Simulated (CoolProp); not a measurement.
Vapour-liquid equilibrium of ethylbenzene (1) + p-xylene (2) at 536.3 K; x and y are mole fractions of (1).

The numbers come from the multi-fluid Helmholtz-energy mixture model, Zhou 2012 and Zhou 2012; pair parameters Bell 2016 in CoolProp.

```
x      bubble pressure (bar)  y at the bubble point  dew pressure at overall composition x (bar)  liquid density (mol/L)
-----  ---------------------  ---------------------  -------------------------------------------  ----------------------
0.05                   12.14                  0.052                                        12.14                     ___
0.125                  12.18                    ___                                        12.18                     ___
0.2                    12.22                  0.204                                        12.22                   5.677
0.275                  12.26                    ___                                        12.25                   5.681
0.35                   12.29                  0.355                                          ___                   5.685
0.425                  12.31                  0.430                                        12.31                   5.690
0.5                    12.34                  0.505                                        12.34                   5.695
0.575                  12.36                    ___                                        12.36                   5.700
0.65                   12.39                  0.654                                        12.39                   5.705
0.725                  12.41                  0.728                                        12.41                     ___
0.8                    12.43                  0.803                                        12.43                   5.716
0.875                  12.45                  0.877                                        12.45                   5.722
0.95                   12.47                  0.951                                        12.47                     ___
```

Question: Fill in the missing entries.

Answer: 
- 0.05, liquid density (mol/L): 5.670
- 0.125, y at the bubble point: 0.128
- 0.125, liquid density (mol/L): 5.673
- 0.275, y at the bubble point: 0.280
- 0.35, dew pressure at overall composition x (bar): 12.28
- 0.575, y at the bubble point: 0.579
- 0.725, liquid density (mol/L): 5.711
- 0.95, liquid density (mol/L): 5.727

No azeotrope shows between x = 0.05 and 0.95.

The pair parameters rest on a limited set of measurements; away from them the model extrapolates.
